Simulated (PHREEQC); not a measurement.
Dissolve 0.1 mmol/kgw Ca(OH)2, 140 mmol/kgw K2HPO4 and 3.1 mmol/kgw Na2S at 25 °C. Closed to the air; pH follows from the charge balance.

Equilibrium calculation in PHREEQC: ion-association model, phreeqc.dat.

No solid was allowed to form.

Problem. Order these Ca species by the share of Ca that they hold, largest first: CaHPO4, CaPO4-, Ca+2.

Solution. CaPO4- (95 %), CaHPO4 (4.0 %), Ca+2 (1.0 %)

The pH is 9.81 and the ionic strength 0.404 mol/kgw. The solution is supersaturated, for example in Hydroxyapatite, so a real one may precipitate; this is no full list. Complexes and solids missing from the database can't appear.
